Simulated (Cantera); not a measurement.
Charge: 1 mol C3H6, 0.1 mol CO2, at 15.0 mbar.

Equilibrium computed with Cantera from the NASA thermochemical tables; the gas is ideal and each condensed phase is pure. Candidate condensed phases: C, C6H6, C7H8, C8H18, H2O; 110 gas species. Kinetics and transport are ignored.

### Question
What share of the C ends up in condensed phases as a function of T (K), at 1100, 1250, 1400, 1550, 1700, 1850, 2000, 2150, 2300, 2450, 2600, 2750, 2900?

### Answer
```
T (K)  C condensed (%)           as
-----  ---------------  -----------
1100              93.5  C(graphite)
1250              93.5  C(graphite)
1400              93.5  C(graphite)
1550              93.5  C(graphite)
1700              93.5  C(graphite)
1850              93.5  C(graphite)
2000              93.4  C(graphite)
2150              93.2  C(graphite)
2300              92.7  C(graphite)
2450              92.0  C(graphite)
2600              90.8  C(graphite)
2750              88.7  C(graphite)
2900              83.9  C(graphite)
```
